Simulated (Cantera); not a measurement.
Input: 1 mol CH₄, 0.052 mol O₂, at 3.30 bar.

These are equilibrium values from Cantera (NASA tables, ideal gas, pure condensed phases), not measurements of a reactor. Candidate condensed phases: C, C₆H₆, C₇H₈, C₈H₁₈, H₂O; 131 gas species. Ions and electrons are included (thermal ionisation). Equilibrium is a limit: real reactors are often held back by kinetics, nucleation or transport.

Q: What share of the C ends up in condensed phases as a function of T (K), at 2500, 3000, 3500, 4000, 4500, 5000?

A: 
| T (K) | C condensed (%) | as |
|---|---|---|
| 2500 | 85.2 | C(graphite) |
| 3000 | 65.4 | C(graphite) |
| 3500 | 2.5 | C(graphite) |
| 4000 | 0.0 | - |
| 4500 | 0.0 | - |
| 5000 | 0.0 | - |
